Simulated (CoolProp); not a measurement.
A single-stage vapour-compression cycle with the fluid: evaporating at 319.15 K (dew point), condensing at 372.15 K (bubble point), superheat 10 K, subcooling 8 K, compressor efficiency 0.9, no pressure losses. The same conditions are run with several fluids, on thermodynamics alone (safety and materials aside).

The numbers come from the reference Helmholtz-energy equation of state of each fluid (chlorine: Thol 2021; chloromethane (R40): Thol 2014; toluene: Lemmon 2006; n-butane: Bücker 2006; R245ca: Zhou 2016; isobutane: Bücker 2006) in CoolProp.

```csv
fluid,cooling COP,pressure ratio,discharge temperature (K),refrigerating effect (kJ/kg),volumetric capacity (kJ/m³)
chlorine,4.21,2.89,436.7,187,7390
chloromethane (R40),4.30,3.13,419.7,277,6030
toluene,4.88,6.97,381.3,330,115
n-butane,4.22,3.36,374.4,235,2470
R245ca,4.39,4.29,372.1,136,1500
isobutane,3.97,3.15,375.4,198,3000
```

The compression ends wet for: R245ca.
